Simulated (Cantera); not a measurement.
A closed system holds: 1 mol Si, 3.1 mol Cl2, 72 mol H2, 2.2 mol NF3, held at 1398.15 K and 0.00440 bar.

Equilibrium computed with Cantera from the NASA thermochemical tables; the gas is ideal and each condensed phase is pure. Candidate condensed phases: NH4Cl, Si, Si3N4; 49 gas species. The tables' values for SiF3 are old estimates; treat these amounts as uncertain. Rates play no part.

Base state: H2 0.861, HCl 0.0790, HF 0.0336, N2 0.0140, SiF4 0.0123, SiF3 0.000384, SiHF3 7.04e-5, H 6.63e-5 (mole fractions); condensed: gas only.

What changes in the equilibrium state with this change: NF3 from 2.2 to 8 mol?


```tsv
species	before	after
H2	0.861	0.654
HF	0.0336	0.222
HCl	0.0790	0.0688
N2	0.0140	0.0444
SiF4	0.0123	0.0110
SiHF3	7.04e-5	7.28e-6
SiF3	0.000384	4.56e-5
H	6.63e-5	5.78e-5
```
